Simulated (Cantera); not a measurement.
Cantera with NASA thermochemical tables; ideal gases at 1 bar, condensed phases pure. Values are per mole of reaction as written; species without (g) are pure solids or liquids, kept so even where they would boil at 1 bar.

O₃(g) + 3 PbF₂ ⇌ 6 F(g) + 3 PbO(g)

```csv
T (K),ΔH° (kJ),ΔS° (J/K),ΔG° (kJ),log10 K,condensed phases
300,2576.3,1094.6,2247.9,-391.39,PbF₂(s)
623,2555.3,1053.1,1899.2,-159.23,PbF₂(s)
723,?,?,?,?,PbF₂(s)
823,?,?,?,?,PbF₂(s)
923,2506.4,987.0,1595.3,-90.28,PbF₂(s)
1023,2497.8,978.2,1497.1,-76.44,PbF₂(s)
1123,2446.0,931.1,1400.3,-65.13,PbF₂(l)
1223,2431.5,918.8,1307.8,-55.86,PbF₂(l)
1323,2417.0,907.4,1216.5,-48.03,PbF₂(l)
1423,2402.5,896.8,1126.3,-41.34,PbF₂(l)
1523,2387.8,886.8,1037.2,-35.57,PbF₂(l)
1623,?,?,?,?,PbF₂(l)
```

### Question
What belongs in the gaps?

### Answer

- 723, ΔH° (kJ): 2534.0
- 723, ΔS° (J/K): 1021.5
- 723, ΔG° (kJ): 1795.5
- 723, log10 K: -129.71
- 823, ΔH° (kJ): 2516.5
- 823, ΔS° (J/K): 998.7
- 823, ΔG° (kJ): 1694.6
- 823, log10 K: -107.55
- 1623, ΔH° (kJ): 2372.9
- 1623, ΔS° (J/K): 877.4
- 1623, ΔG° (kJ): 949.0
- 1623, log10 K: -30.54
